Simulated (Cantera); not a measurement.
A perfectly stirred reactor is fed with CH4 : H2 = 1 : 1.3 (molar parts), at 750 Torr; it is held at 1898 K, and followed from long to short residence time.

Model: GRI-Mech 3.0 (53 species, 325 reactions), integrated in Cantera. GRI-Mech 3.0 stops at C3 and has no aromatics, soot or wall deposition, so with more carbon than oxygen in the feed, carbon stays in small species such as C2H2 where larger ones or solid carbon would form.

Problem. What does this change do: CH4 1 to 9.5 parts?

Solution. 
```json
[
 {"quantity": "x(CH4) at τ = 21.0 s", "before": "0.00881", "after": "0.00946"},
 {"quantity": "x(H2) at τ = 21.0 s", "before": "0.842", "after": "0.758"},
 {"quantity": "x(CH3) at τ = 21.0 s", "before": "0.000151", "after": "0.000171"},
 {"quantity": "x(H) at τ = 21.0 s", "before": "0.000722", "after": "0.000685"},
 {"quantity": "x(CH2) at τ = 21.0 s", "before": "1.56e-7", "after": "1.86e-7"},
 {"quantity": "x(CH4) at τ = 86.0 ms", "before": "0.0323", "after": "0.0388"},
 {"quantity": "x(H2) at τ = 86.0 ms", "before": "0.826", "after": "0.736"},
 {"quantity": "x(CH3) at τ = 86.0 ms", "before": "0.000537", "after": "0.000674"},
 {"quantity": "x(H) at τ = 86.0 ms", "before": "0.000690", "after": "0.000644"},
 {"quantity": "x(CH2) at τ = 86.0 ms", "before": "4.94e-7", "after": "6.29e-7"}
]
```

Problem. What does this change do: temperature 1898 to 1575 K?

Solution. 
```json
[
 {"quantity": "x(CH4) at τ = 21.0 s", "before": "0.00881", "after": "0.0938"},
 {"quantity": "x(H2) at τ = 21.0 s", "before": "0.842", "after": "0.786"},
 {"quantity": "x(CH3) at τ = 21.0 s", "before": "0.000151", "after": "8.90e-5"},
 {"quantity": "x(H) at τ = 21.0 s", "before": "0.000722", "after": "3.68e-5"},
 {"quantity": "x(CH2) at τ = 21.0 s", "before": "1.56e-7", "after": "3.77e-9"},
 {"quantity": "x(CH4) at τ = 86.0 ms", "before": "0.0323", "after": "0.308"},
 {"quantity": "x(H2) at τ = 86.0 ms", "before": "0.826", "after": "0.646"},
 {"quantity": "x(CH3) at τ = 86.0 ms", "before": "0.000537", "after": "0.000232"},
 {"quantity": "x(H) at τ = 86.0 ms", "before": "0.000690", "after": "2.41e-5"},
 {"quantity": "x(CH2) at τ = 86.0 ms", "before": "4.94e-7", "after": "7.47e-9"}
]
```
